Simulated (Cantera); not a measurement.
Input: 1 mol SiC, 0.85 mol N2O, 9 mol N2, at 1625 K and 75.0 Torr.

Cantera equilibrium calculation (NASA polynomials, part measured and part estimated; ideal gas, pure solids and liquids). Candidate condensed phases: C, Si, SiC, SiO2, Si2N2O, Si3N4; 34 gas species. Rates play no part.

Base state: N2 0.964, CO 0.0360, SiO 8.21e-5 (mole fractions); condensed: C(graphite) + Si2N2O(s).

Task: What changes in the equilibrium state with this change: pressure from 75.0 Torr to 0.105 Torr?

Result: 
| species | before | after |
|---|---|---|
| N2 | 0.964 | 0.920 |
| CO | 0.0360 | 0.0398 |
| SiO | 8.21e-5 | 0.0396 |
| Si | 1.34e-8 | 0.000236 |
| C(graphite), mol | 0.650 | 0 |
| Si2N2O(s), mol | 0.500 | 0 |
| SiC(s), mol | 0 | 0.574 |
